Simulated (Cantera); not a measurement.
**Adiabatic ignition**

An adiabatic, constant-volume homogeneous reactor starts with 15.9 % H2, 17.6 % O2, 66.4 % N2, 0.133 % NO, at 1375 K and 7500 Torr.

Computed with Cantera and GRI-Mech 3.0 (53 species, 325 reactions). The hydrogen kinetics of GRI-Mech 3.0 are dated; newer H2 mechanisms differ, most at raised pressure. The mechanism lacks 2 NO + O2 → 2 NO2 and HONO, so NO2 and the effect of NO are under-described below about 1400 K.

```tsv
t (s)	T (K)	P (bar)	x H2	x O2	x NO	x H	x H2O2	x H2O	x HO2
3.00e-6	2134	14.8	0.0164	0.0978	0.00140	0.0180	3.66e-6	0.130	0.000213
7.98e-6	2659	17.9	0.00150	0.101	0.00160	0.000449	2.14e-6	0.164	3.21e-5
2.12e-5	2658	17.9	0.00150	0.101	0.00187	0.000446	2.14e-6	0.164	3.20e-5
5.64e-5	2657	17.9	0.00149	0.101	0.00257	0.000443	2.13e-6	0.164	3.18e-5
0.000150	2653	17.9	0.00148	0.1000	0.00431	0.000434	2.11e-6	0.164	3.14e-5
0.000399	2645	17.8	0.00144	0.0982	0.00806	0.000417	2.05e-6	0.164	3.04e-5
0.00106	2632	17.7	0.00139	0.0955	0.0137	0.000391	1.98e-6	0.165	2.89e-5
0.00282	2624	17.6	0.00136	0.0938	0.0175	0.000374	1.93e-6	0.165	2.79e-5
0.00751	2623	17.6	0.00136	0.0936	0.0180	0.000372	1.92e-6	0.165	2.78e-5
0.0200	2623	17.6	0.00136	0.0936	0.0180	0.000372	1.92e-6	0.165	2.78e-5
0.0531	2623	17.6	0.00136	0.0936	0.0180	0.000372	1.92e-6	0.165	2.78e-5
0.141	2623	17.6	0.00136	0.0936	0.0180	0.000372	1.92e-6	0.165	2.78e-5
0.376	2623	17.6	0.00136	0.0936	0.0180	0.000372	1.92e-6	0.165	2.78e-5
1.00	2623	17.6	0.00136	0.0936	0.0180	0.000372	1.92e-6	0.165	2.78e-5
```
x: mole fraction; the columns are a selection and need not sum to one.

| Quantity | Value |
|---|---|
| time of steepest temperature rise | 2.88 µs |
| temperature at 1.00 s | 2623 K |
| equilibrium temperature | 2623 K |
| x(H2) at 1.00 s | 0.00136 (gas-phase equilibrium 0.00136) |
| x(O2) at 1.00 s | 0.0936 (gas-phase equilibrium 0.0936) |
| x(NO) at 1.00 s | 0.0180 (gas-phase equilibrium 0.0180) |
